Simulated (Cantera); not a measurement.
A perfectly stirred reactor is fed with C3H8 : O2 : N2 = 1 : 3.33 : 12.5 (molar parts), equivalence ratio 1.5, at 5.00 bar; it is adiabatic with a 325 K inlet, and is followed from long to short residence time, starting on the burning branch (τ in s: 0.19, 0.065, 0.022, 0.0075, 0.0026, 0.00087, 0.00029, 0.0001, 3.4e-05, 1.2e-05).

Detailed kinetics in Cantera: GRI-Mech 3.0 (53 species, 325 reactions). GRI-Mech 3.0 was tuned for natural gas; its chemistry of propane as a main component is partial and can be far from experiment.

Q: Predict: blow-out, bracketed by the residence times tried; x(C3H8) at τ = 0.190 s; x(O2) at τ = 0.190 s; x(H2O) at τ = 0.190 s; x(CH3) at τ = 0.190 s; x(CH2) at τ = 0.190 s; x(C3H8) at τ = 0.870 ms; x(O2) at τ = 0.870 ms; x(H2O) at τ = 0.870 ms; x(CH3) at τ = 0.870 ms; x(CH2) at τ = 0.870 ms.

A: 
- blow-out, bracketed by the residence times tried: burning at 0.290 ms, out at 0.100 ms
- x(C3H8) at τ = 0.190 s: 2.04e-7
- x(O2) at τ = 0.190 s: 5.42e-5
- x(H2O) at τ = 0.190 s: 0.140
- x(CH3) at τ = 0.190 s: 3.26e-5
- x(CH2) at τ = 0.190 s: 1.51e-7
- x(C3H8) at τ = 0.870 ms: 3.20e-5
- x(O2) at τ = 0.870 ms: 0.00396
- x(H2O) at τ = 0.870 ms: 0.147
- x(CH3) at τ = 0.870 ms: 0.000635
- x(CH2) at τ = 0.870 ms: 1.02e-5
